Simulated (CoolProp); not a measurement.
Vapour-liquid equilibrium of CHF3 (R23) (1) + C2F6 (R116) (2) at 155 kPa; x and y are mole fractions of (1).

The numbers come from the multi-fluid Helmholtz-energy mixture model, Penoncello 2003 and Lemmon 2006; pair parameters Bell 2016 in CoolProp.

Problem. Give the bubble temperature and the first vapour's composition at x = 0.05, 0.65, 0.875. Is there an azeotrope?

Solution. x = 0.05: 199.8 K, y = 0.191; x = 0.65: 193.2 K, y = 0.595; x = 0.875: 194.8 K, y = 0.729. y crosses x between x = 0.5 and 0.575: the model has an azeotrope there.

Pair parameters are fitted to limited data, so mixtures are less certain than the pure fluids.
